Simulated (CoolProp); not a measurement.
Model: reference Helmholtz-energy equation of state, Younglove 1994, in CoolProp. It is a modified Benedict-Webb-Rubin equation, recast in Helmholtz form.

Question: Give the vapour pressure (kPa), liquid cp (kJ/(kg K)), vapour Z, surface tension (mN/m) of saturated R123 at 327.9, 330.6, 333.3 K.

Answer: 
| T (K) | p (kPa) | liquid cp (kJ/(kg K)) | vapour Z | surface tension (mN/m) |
|---|---|---|---|---|
| 327.9 | 245 | 1.06 | 0.921 | 11.7 |
| 330.6 | 266 | 1.06 | 0.916 | 11.4 |
| 333.3 | 287 | 1.07 | 0.912 | 11.1 |

Surface tension comes from a separate correlation (Mulero 2012).
